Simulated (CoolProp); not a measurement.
Values from CoolProp's reference Helmholtz-energy equation of state, Akasaka 2022.

**Question.** Give the vapour pressure (bar), liquid density (kg/m³), vapour density (kg/m³), enthalpy of vaporisation (kJ/kg) of saturated R1233zd(E) at 350.2, 386.3 K.

**Answer.** 
```tsv
T (K)	p (bar)	liquid density (kg/m³)	vapour density (kg/m³)	enthalpy of vaporisation (kJ/kg)
350.2	6.12	1120	32.3	160
386.3	13.8	1000	76.4	131
```
